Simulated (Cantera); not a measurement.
Charge: 1 mol Si3H8, 3.8 mol N2, held at 1650 K and 1000 Pa.

Equilibrium computed with Cantera from the NASA thermochemical tables; the gas is ideal and each condensed phase is pure. Candidate condensed phases: Si, Si3N4; 18 gas species. The feed counts by its element totals alone. Kinetics and transport are ignored.

Base state: H2 0.689, N2 0.310, H 0.000754 (mole fractions); condensed: Si3N4(s).

Question: What changes in the equilibrium state with this change: Si3H8 replaced by SiHCl3?

Answer: 
```
species        before     after
-------------  ------  --------
N2              0.310     0.664
SiCl2               0     0.151
HCl                 0     0.145
H2              0.689    0.0148
SiCl3               0    0.0187
SiCl4               0   0.00509
Cl                  0  0.000849
SiHCl3              0   8.72e-5
Si3N4(s), mol   1.000         0
```
The tables' values for SiCl3, SiCl are old estimates; treat these amounts as uncertain. Further candidate phases: NH4Cl.
